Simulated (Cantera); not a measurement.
Transport properties of process gases

Gas mixture: 100 % NO, at 4.20 Torr, frozen composition.

Cantera's kinetic-theory transport with the Lennard-Jones parameters of GRI-Mech 3.0, ideal gas; thermal conductivity in the mixture-averaged form. The composition is frozen, though it would react at the higher temperatures.

```tsv
T (K)	ρ (kg/m³)	cp (J/kg/K)	μ (µPa s)	λ (mW/m/K)	Pr	D (cm²/s) CH₄	D (cm²/s) N₂	D (cm²/s) O
400	0.00505	998.6	23.1	32.4	0.712	66.7	61.3	95.4
550	0.00367	1028	28.9	42.0	0.707	116	106	164
700	0.00289	1067	34.0	51.3	0.707	174	159	246
850	0.00238	1104	38.6	60.2	0.708	242	220	340
1000	0.00202	1133	42.9	68.6	0.709	318	288	446
1150	0.00176	1153	47.0	76.7	0.707	401	364	563
1300	0.00155	1171	50.9	84.5	0.706	492	446	690
1450	0.00139	1186	54.7	91.9	0.706	590	535	827
1600	0.00126	1199	58.3	99.0	0.706	695	630	974
```
D: mixture-averaged diffusion coefficient of that species in the mixture.
